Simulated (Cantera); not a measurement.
# Gas activation for diamond growth

An isothermal, constant-pressure homogeneous reactor starts with CH4 : H2 = 0.12 : 1 (molar parts), at 2225 K and 0.0220 bar.

Model: GRI-Mech 3.0 (53 species, 325 reactions), integrated in Cantera. GRI-Mech 3.0 stops at C3 and has no aromatics, soot or wall deposition, so with more carbon than oxygen in the feed, carbon stays in small species such as C2H2 where larger ones or solid carbon would form. Radical loss at walls, strong at low pressure, is not modelled.

```tsv
t (s)	x CH4	x H2	x C2H6	x H	x C2H	x C2H2	x C2H4
3.00e-5	0.106	0.893	7.01e-8	0.000347	<1e-12	6.87e-9	3.51e-7
0.000139	0.103	0.892	2.95e-6	0.00153	4.13e-10	6.55e-6	4.65e-5
0.000646	0.0851	0.892	2.58e-5	0.00676	7.73e-7	0.00276	0.00124
0.00300	0.0272	0.921	5.60e-6	0.0125	1.61e-5	0.0321	0.000348
0.0139	0.00257	0.931	7.57e-8	0.0189	3.48e-5	0.0462	1.17e-5
0.0646	0.000146	0.922	3.60e-10	0.0297	5.66e-5	0.0475	2.92e-6
0.300	2.10e-5	0.912	1.04e-11	0.0408	7.83e-5	0.0473	2.12e-6
1.39	1.89e-5	0.911	8.79e-12	0.0420	8.07e-5	0.0473	2.05e-6
6.46	1.89e-5	0.911	8.79e-12	0.0420	8.07e-5	0.0473	2.05e-6
30.0	1.89e-5	0.911	8.79e-12	0.0420	8.07e-5	0.0473	2.05e-6
```
x: mole fraction; the columns are a selection and need not sum to one.

Equilibrium at this temperature and pressure: CH4 1.91e-5, H2 0.911, C2H6 8.90e-12, H 0.0420, C2H 8.07e-5, C2H2 0.0473, C2H4 2.05e-6 (gas phase only).
